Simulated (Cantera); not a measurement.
Moist CO burnout

An isothermal, constant-pressure homogeneous reactor starts with CO : O₂ : H₂O : N₂ = 0.013 : 0.061 : 0.00047 : 1 (molar parts), equivalence ratio 0.11, at 1100 K and 0.920 bar.

Model: GRI-Mech 3.0 (53 species, 325 reactions), integrated in Cantera.

| t (s) | x CO | x O₂ | x H₂O | x H | x HO₂ |
|---|---|---|---|---|---|
| 0.00100 | 0.0121 | 0.0568 | 0.000437 | 1.33e-11 | 1.28e-10 |
| 0.00223 | 0.0121 | 0.0568 | 0.000437 | 3.80e-11 | 7.22e-10 |
| 0.00496 | 0.0121 | 0.0568 | 0.000437 | 1.25e-10 | 3.87e-9 |
| 0.0110 | 0.0121 | 0.0568 | 0.000437 | 6.39e-10 | 2.49e-8 |
| 0.0246 | 0.0121 | 0.0568 | 0.000437 | 1.63e-8 | 4.26e-7 |
| 0.0548 | 0.00958 | 0.0555 | 0.000430 | 2.17e-6 | 2.34e-6 |
| 0.122 | 0.00428 | 0.0530 | 0.000434 | 7.97e-7 | 1.65e-6 |
| 0.272 | 0.00133 | 0.0517 | 0.000438 | 1.63e-7 | 9.36e-7 |
| 0.605 | 0.000312 | 0.0512 | 0.000439 | 2.16e-8 | 4.32e-7 |
| 1.35 | 5.86e-5 | 0.0511 | 0.000440 | 2.20e-9 | 1.55e-7 |
| 3.00 | 8.55e-6 | 0.0510 | 0.000440 | 1.81e-10 | 3.67e-8 |
x: mole fraction; the columns are a selection and need not sum to one.

Equilibrium at this temperature and pressure: CO 7.55e-11, O₂ 0.0510, H₂O 0.000440, H <1e-12, HO₂ 8.96e-11 (gas phase only).
